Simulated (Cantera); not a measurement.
An isothermal, constant-pressure homogeneous reactor starts with 21.9 % H₂, 78.1 % O₂, equivalence ratio 0.14, at 975 K and 5.70 Torr.

Model: the H2/O2 subset of GRI-Mech 3.0, which has no nitrogen chemistry, integrated in Cantera. Radical loss at walls, strong at low pressure, is not modelled. The temperature is held fixed by assumption; the heat of reaction is taken as removed at once.

x: mole fraction; the columns are a selection and need not sum to one.

| t (s) | x H₂ | x O₂ | x OH | x O | x H₂O |
|---|---|---|---|---|---|
| 1.00e-5 | 0.219 | 0.781 | <1e-12 | <1e-12 | <1e-12 |
| 5.24e-5 | 0.219 | 0.781 | 1.31e-12 | 1.70e-12 | <1e-12 |
| 0.000275 | 0.219 | 0.781 | 1.78e-11 | 3.80e-11 | 4.71e-11 |
| 0.00144 | 0.219 | 0.781 | 9.53e-10 | 2.55e-9 | 7.70e-9 |
| 0.00756 | 0.125 | 0.738 | ? | 0.0164 | 0.0672 |
| 0.0397 | 0.00222 | 0.746 | ? | 0.00728 | 0.237 |
| 0.208 | 4.33e-5 | 0.754 | ? | 0.000131 | 0.245 |
| 1.09 | 1.54e-6 | 0.754 | ? | 6.09e-6 | 0.246 |
| 5.72 | 1.31e-7 | 0.754 | ? | 6.44e-7 | 0.246 |
| 30.0 | 1.78e-8 | 0.754 | ? | 9.51e-8 | 0.246 |

**Question.** Complete the blanks.

**Answer.** 
- 0.00756, x OH: 0.00474
- 0.0397, x OH: 0.00187
- 0.208, x OH: 0.000216
- 1.09, x OH: 4.72e-5
- 5.72, x OH: 1.53e-5
- 30.0, x OH: 5.87e-6
